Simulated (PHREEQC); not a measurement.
3.6 g of hydrous ferric oxide (600 m²/g; 0.2 weak and 0.005 strong sites per Fe, Dzombak-Morel constants, diffuse double layer) in 1 kg of water with 0.3 mol/kgw of an inert sodium salt and 0.0022 mol CuSO4, at 25 °C; the pH is set by adding NaOH or the inert anion's acid. Oxygen alone is held at its pressure in air (log pO2 = -0.68). CO2 from the air is kept out. No solid was allowed to form.

Base run: PHREEQC, ion-association model, wateq4f.dat. Each further column changes one thing. The table gives S sorbed (%).

```
pH     base  no electrostatic term (-no_edl)  background salt from 0.3 to 0.03 mol/kgw  oxide from 3.6 to 18 g/kgw  0.0034 mol/kgw MgCl2 added
-----  ----  -------------------------------  ----------------------------------------  --------------------------  --------------------------
3      84.7                              0.4                                      99.7                        99.5                        83.8
3.67   84.4                              0.4                                       [?]                        99.5                         [?]
5      75.3                              0.4                                      97.5                        98.9                        74.2
5.67   62.5                              0.4                                       [?]                        96.6                        61.4
6.33   44.4                              0.4                                       [?]                        86.4                        43.4
7.67    9.0                              0.6                                      23.2                        16.2                         [?]
8.33    1.6                              0.5                                       4.6                         2.3                         [?]
9       0.2                              [?]                                       0.4                         0.2                         1.1
10.33   0.0                              0.0                                       0.0                         0.0                         0.0
11      0.0                              0.0                                       0.0                         0.0                         0.0
```

### Question
Fill in the missing entries.

### Answer

- 3.67, background salt from 0.3 to 0.03 mol/kgw: 99.6
- 3.67, 0.0034 mol/kgw MgCl2 added: 83.5
- 5.67, background salt from 0.3 to 0.03 mol/kgw: 90.2
- 6.33, background salt from 0.3 to 0.03 mol/kgw: 72.6
- 7.67, 0.0034 mol/kgw MgCl2 added: 11.8
- 8.33, 0.0034 mol/kgw MgCl2 added: 4.3
- 9, no electrostatic term (-no_edl): 0.3

In at least one series the solution becomes supersaturated in solids that the run did not let form, among them Cu(OH)2. The database's constant for dissolved Cu(OH)2 is higher than later reviews accept. The oxide is taken as insoluble; below pH 4 it would dissolve.
